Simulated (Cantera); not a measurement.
A closed system holds: 1 mol CH₂F₂, 0.018 mol CH₄, 0.18 mol H₂, equilibrated at 748.15 K and 27.0 Pa.

Equilibrium computed with Cantera from the NASA thermochemical tables; the gas is ideal and each condensed phase is pure. Candidate condensed phases: C, C₆H₆, C₇H₈, C₈H₁₈; 95 gas species. Rates play no part.

Base state: HF 0.903, H₂ 0.0975 (mole fractions); condensed: C(graphite).

**Question.** What changes in the equilibrium state with this change: temperature from 748.15 K to 3548 K?

**Answer.** 
| species | before | after |
|---|---|---|
| H | <1e-9 | 0.444 |
| F | <1e-9 | 0.363 |
| C | <1e-9 | 0.182 |
| HF | 0.903 | 0.00701 |
| H₂ | 0.0975 | 0.000123 |
| C₂ | <1e-9 | 0.00249 |
| CF | <1e-9 | 0.00129 |
| C₃ | <1e-9 | 0.000262 |
| C(graphite), mol | 1.02 | 0 |
